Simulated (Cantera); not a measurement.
A perfectly stirred reactor is fed with 3.47 % H₂, 96.5 % O₂, equivalence ratio 0.018, at 0.00870 bar; it is held at 1273 K, and followed from long to short residence time.

Computed with Cantera and the H2/O2 subset of GRI-Mech 3.0, which has no nitrogen chemistry. Radical loss at walls, strong at low pressure, is not modelled. The temperature is held fixed by assumption; the heat of reaction is taken as removed at once.

**Question.** Predict: x(H₂) at τ = 0.620 s; x(O₂) at τ = 0.620 s; x(H₂O₂) at τ = 0.620 s; x(O) at τ = 0.620 s; x(HO₂) at τ = 0.620 s; x(H₂) at τ = 62.0 ms; x(O₂) at τ = 62.0 ms; x(H₂O₂) at τ = 62.0 ms; x(O) at τ = 62.0 ms; x(HO₂) at τ = 62.0 ms.

**Answer.** 
- x(H₂) at τ = 0.620 s = 0.000208
- x(O₂) at τ = 0.620 s = 0.955
- x(H₂O₂) at τ = 0.620 s = 3.16e-8
- x(O) at τ = 0.620 s = 0.00815
- x(HO₂) at τ = 0.620 s = 8.92e-7
- x(H₂) at τ = 62.0 ms = 0.000659
- x(O₂) at τ = 62.0 ms = 0.943
- x(H₂O₂) at τ = 62.0 ms = 3.96e-8
- x(O) at τ = 62.0 ms = 0.0194
- x(HO₂) at τ = 62.0 ms = 1.28e-6
